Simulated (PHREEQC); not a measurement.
0.055 g of hydrous ferric oxide (600 m²/g; 0.2 weak and 0.005 strong sites per Fe, Dzombak-Morel constants, diffuse double layer) in 1 kg of water with 0.005 mol/kgw of an inert sodium salt, at 25 °C; the pH is set by adding NaOH or the inert anion's acid. O2 is buffered at 0.21 atm. The system is closed to CO2. Nothing may precipitate in this run.

Equilibrium calculation in PHREEQC: ion-association model, wateq4f.dat.

Question: Predict surface charge σ (C/m²), surface potential ψ (mV) at pH = 3.67, 7.67, 8.33.

Answer: 
```csv
pH,surface charge σ (C/m²),surface potential ψ (mV)
3.67,0.221,203
7.67,0.004,25
8.33,-0.002,-12
```

Species that the database lacks are ignored. The oxide is taken as insoluble; below pH 4 it would dissolve.
